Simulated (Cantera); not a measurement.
What does this Cantera script print?

```python
import numpy as np
import cantera as ct

gas_names = [...]  # 87 gases of nasa_gas.yaml made of C, H, Si
cond_names = """
    C(gr) C6H6(L) C7H8(L) C8H18(L),n-octa Si(cr) Si(L) SiC(b)
""".split()


# ... load() reads the species with a 1 bar reference pressure and builds the phases ...
atoms = {
    'Si(CH3)4': {'Si': 1, 'C': 4, 'H': 12},
    'C2H4': {'C': 2, 'H': 4},
    'H2': {'H': 2},
}
top_T = {'C(gr)': 4500, 'SiC(b)': 3050}  # K; cautious upper limits of use, not melting points


# ... equilibrate(T, P, feed) seeds the gas with the atoms and calls Mixture.equilibrate('TP', solver="vcs", rtol=1e-11, max_steps=5000) ...
results = []
feed = {'Si(CH3)4': 1, 'C2H4': 1.1, 'H2': 1700}  # mol
T = 2548  # K
P = 34000  # Pa
mix = equilibrate(T, P, feed)
results.append((T, P, feed, dict(zip(mix.species_names, mix.species_moles))))
x = sorted(zip(gas.X, gas.species_names), reverse=True)
print(f"T = {T:g} K  P = {P:g} Pa  gas = {mix.phase_moles(0):.4g} mol")
print("   x: " + "  ".join(f"{s} {v:.3e}" for v, s in x if v > 1e-05))
print("   condensed (mol): " + ("  ".join(f"{mix.phase(i).name} {mix.phase_moles(i):.4g}"
      for i in range(1, mix.n_phases) if mix.phase_moles(i) > 1e-12) or "none"))
```

It prints:

```
T = 2548 K  P = 34000 Pa  gas = 1754 mol
   x: H2 9.461e-01  H 5.159e-02  C2H2,acetylene 1.718e-03  Si 4.560e-04  SiH 6.362e-05  SiH2 2.632e-05  SiC2 1.864e-05  CH4 1.570e-05  CH3 1.523e-05
   condensed (mol): none
```

Cantera equilibrium calculation (NASA polynomials, part measured and part estimated; ideal gas, pure solids and liquids). Gases not in the tables: Si2H6 and higher silanes.
